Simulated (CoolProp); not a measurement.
Nitrogen along the isobar 8.75 bar: density (kg/m³) from the reference equation and from simpler models built on Tc = 126.2 K, pc = 33.96 bar, ω = 0.037; each cubic takes its own stable root.

The numbers come from the reference Helmholtz-energy equation of state, Span 2000 in CoolProp.

```csv
T (K),phase,reference
96.5,liquid,711.3
107.8,gas,32.43
119.1,gas,27.84
130.4,gas,24.63
141.7,gas,22.19
153,gas,20.25
164.3,gas,18.65
175.6,gas,17.31
186.9,gas,16.16
198.2,gas,15.17
209.5,gas,14.29
220.8,gas,13.52
```

### Question
How far does each simpler model (van der Waals, Soave-Redlich-Kwong) lie from the reference over these 12 states: mean and median of the absolute difference, and the worst?

### Answer
- van der Waals: mean 8.6 %, median 0.5 %, worst -94.8 % at 96.5 K and 8.75 bar
- Soave-Redlich-Kwong: mean 0.3 %, median 0.1 %, worst -2.3 % at 96.5 K and 8.75 bar

At some of these states van der Waals gives the other phase, because its saturation line lies elsewhere.
